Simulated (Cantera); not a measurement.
# Premixed flame

A freely propagating, adiabatic, planar premixed flame of 15.4 % CH3OH, 17.7 % O2, 66.9 % N2, unburnt at 623 K and 9.87 atm; mixture-averaged transport, grid criteria slope 0.08 and curve 0.16, no radiation.

Computed with Cantera and GRI-Mech 3.0 (53 species, 325 reactions). GRI-Mech 3.0 was tuned for natural gas; its chemistry of methanol as a main component is partial and can be far from experiment. Burning velocities carry a grid error of a few per cent, more on coarse grids.

```json
[
 {"z (mm)": "-0.101", "T (K)": "623", "u (m/s)": "1.01", "x CH3OH": "0.153", "x O2": "0.176", "x CH2O": "1.39e-6", "x CH2": "<1e-8", "x CH4": "1.76e-7", "x NO": "<1e-8"},
 {"z (mm)": "-0.0674", "T (K)": "627", "u (m/s)": "1.02", "x CH3OH": "0.152", "x O2": "0.175", "x CH2O": "1.57e-5", "x CH2": "<1e-8", "x CH4": "1.34e-6", "x NO": "<1e-8"},
 {"z (mm)": "-0.0505", "T (K)": "641", "u (m/s)": "1.05", "x CH3OH": "0.151", "x O2": "0.173", "x CH2O": "9.69e-5", "x CH2": "<1e-8", "x CH4": "5.67e-6", "x NO": "<1e-8"},
 {"z (mm)": "-0.0337", "T (K)": "715", "u (m/s)": "1.19", "x CH3OH": "0.144", "x O2": "0.164", "x CH2O": "0.000716", "x CH2": "<1e-8", "x CH4": "2.70e-5", "x NO": "4.60e-8"},
 {"z (mm)": "-0.0168", "T (K)": "1057", "u (m/s)": "1.83", "x CH3OH": "0.107", "x O2": "0.129", "x CH2O": "0.00533", "x CH2": "<1e-8", "x CH4": "0.000127", "x NO": "4.66e-7"},
 {"z (mm)": "-0.00842", "T (K)": "1414", "u (m/s)": "2.54", "x CH3OH": "0.0588", "x O2": "0.0918", "x CH2O": "0.0113", "x CH2": "8.08e-8", "x CH4": "0.000238", "x NO": "1.51e-6"},
 {"z (mm)": "0", "T (K)": "1802", "u (m/s)": "3.35", "x CH3OH": "0.00810", "x O2": "0.0502", "x CH2O": "0.00713", "x CH2": "8.08e-6", "x CH4": "0.000345", "x NO": "3.73e-6"},
 {"z (mm)": "0.00842", "T (K)": "1985", "u (m/s)": "3.70", "x CH3OH": "8.22e-5", "x O2": "0.0249", "x CH2O": "0.000243", "x CH2": "4.08e-6", "x CH4": "0.000152", "x NO": "6.34e-6"},
 {"z (mm)": "0.0168", "T (K)": "2073", "u (m/s)": "3.84", "x CH3OH": "6.21e-7", "x O2": "0.0120", "x CH2O": "4.27e-6", "x CH2": "8.36e-7", "x CH4": "2.68e-5", "x NO": "8.90e-6"},
 {"z (mm)": "0.0337", "T (K)": "2164", "u (m/s)": "3.98", "x CH3OH": "1.29e-8", "x O2": "0.00399", "x CH2O": "1.19e-7", "x CH2": "3.68e-8", "x CH4": "7.56e-7", "x NO": "1.26e-5"},
 {"z (mm)": "0.0674", "T (K)": "2237", "u (m/s)": "4.10", "x CH3OH": "<1e-8", "x O2": "0.00132", "x CH2O": "1.09e-8", "x CH2": "<1e-8", "x CH4": "<1e-8", "x NO": "1.62e-5"},
 {"z (mm)": "0.135", "T (K)": "2282", "u (m/s)": "4.17", "x CH3OH": "<1e-8", "x O2": "0.000429", "x CH2O": "<1e-8", "x CH2": "<1e-8", "x CH4": "<1e-8", "x NO": "1.87e-5"},
 {"z (mm)": "0.269", "T (K)": "2304", "u (m/s)": "4.21", "x CH3OH": "<1e-8", "x O2": "0.000127", "x CH2O": "<1e-8", "x CH2": "<1e-8", "x CH4": "<1e-8", "x NO": "2.03e-5"}
]
```
x: mole fraction of selected species; z is measured from the peak of heat release.

The laminar burning velocity is 100 cm/s, the thermal thickness is 0.0337 mm and the peak x(CH2O) is 0.0124. The peak x(CH2) is 9.56e-6 and the peak x(CH4) comes out as 0.000345. The grid points is 138.
